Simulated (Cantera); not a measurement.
Cantera run, input and output.

```python
import numpy as np
import cantera as ct

gas = ct.Solution("gri30.yaml")
gas.TPX = 1248, 101325, {'CH3OH': 0.016, 'O2': 0.004, 'N2': 1}
reactor = ct.IdealGasConstPressureReactor(gas, energy="off", clone=False)
net = ct.ReactorNet([reactor])
net.rtol, net.atol = 1e-08, 1e-18
show = ['CH3OH', 'O2', 'NO', 'HO2', 'O']
times = np.geomspace(1e-05, 6, 10)

steps = ct.SolutionArray(gas, extra=["t"])
rows = []
print(f"{'t/s':>10s}{'T/K':>9s}{'P/Pa':>11s}" + "".join(f"{s:>11s}" for s in show))
for t in times:
    while net.time < t:
        t_next = net.step()
        steps.append(gas.state, t=t_next)
    rows.append([np.interp(t, steps.t, y) for y in (steps.T, steps.P, *steps(*show).X.T)])
    print(f"{t:10.3e}{rows[-1][0]:9.1f}{rows[-1][1]:11.4g}" + "".join(f"{x:11.3e}" for x in rows[-1][2:]))
rate = np.gradient(steps.T, steps.t)
print("integrator steps:", len(steps.t))
if steps.T.max() > steps.T[0] + 200:
    print(f"time of steepest temperature rise: {steps.t[rate.argmax()]:.4e} s")
gas.TPX = 1248, 101325, {'CH3OH': 0.016, 'O2': 0.004, 'N2': 1}
gas.equilibrate("TP")
print(f"equilibrium (TP): T = {gas.T:.1f} K  " + "  ".join(f"{s} {gas[s].X[0]:.3e}" for s in show))
```

Output:

```
       t/s      T/K       P/Pa      CH3OH         O2         NO        HO2          O
 1.000e-05   1248.0  1.013e+05  1.569e-02  3.922e-03  1.382e-17  1.461e-08  1.707e-10
 4.385e-05   1248.0  1.013e+05  1.569e-02  3.921e-03  6.267e-16  1.263e-07  1.886e-10
 1.923e-04   1248.0  1.013e+05  1.568e-02  3.921e-03  6.773e-15  6.803e-07  1.934e-10
 8.434e-04   1248.0  1.013e+05  1.568e-02  3.917e-03  4.315e-14  3.436e-06  2.087e-10
 3.699e-03   1248.0  1.013e+05  1.558e-02  3.888e-03  3.591e-13  1.609e-05  4.001e-10
 1.622e-02   1248.0  1.013e+05  9.128e-05  2.717e-04  7.307e-10  1.064e-06  3.154e-08
 7.114e-02   1248.0  1.013e+05  1.759e-10  1.302e-06  2.707e-09  4.203e-10  1.197e-10
 3.120e-01   1248.0  1.013e+05  2.937e-11  3.349e-07  2.374e-09  4.774e-11  4.807e-12
 1.368e+00   1248.0  1.013e+05  7.064e-12  9.634e-08  2.080e-09  4.594e-12  3.345e-13
 6.000e+00   1248.0  1.013e+05  2.506e-12  1.957e-08  1.727e-09  3.893e-13  2.519e-14
integrator steps: 2531
equilibrium (TP): T = 1248.0 K  CH3OH 1.923e-14  O2 5.754e-17  NO 5.096e-12  HO2 1.141e-20  O 5.049e-16
```

Detailed kinetics in Cantera: GRI-Mech 3.0 (53 species, 325 reactions). GRI-Mech 3.0 was tuned for natural gas; its chemistry of methanol as a main component is partial and can be far from experiment.
